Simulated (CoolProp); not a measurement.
Properties of R404A along the isotherm 226.85 °C (Tc = 72.1 °C, pc = 3735 kPa, ω = 0.293).

The numbers come from the reference Helmholtz-energy equation of state, Lemmon 2003 in CoolProp. It is a pseudo-pure fit of the blend.

```
p (kPa)          phase       Z  cp (kJ/(kg K))
-------  -------------  ------  --------------
373                gas  0.9910           1.179
747                gas  0.9820           1.186
1120               gas  0.9730           1.194
1490               gas  0.9643           1.202
1870               gas     ___           1.210
2240               gas  0.9467           1.219
2610               gas     ___           1.227
2990               gas     ___           1.236
3360               gas  0.9214           1.246
3730               gas  0.9133           1.255
4110     supercritical  0.9052           1.265
4480     supercritical     ___             ___
4860     supercritical  0.8897           1.285
5230     supercritical  0.8824             ___
5600     supercritical  0.8752           1.306
```

Some entries are withheld; supply them.


- 1870, Z: 0.9553
- 2610, Z: 0.9383
- 2990, Z: 0.9297
- 4480, Z: 0.8975
- 4480, cp (kJ/(kg K)): 1.275
- 5230, cp (kJ/(kg K)): 1.295
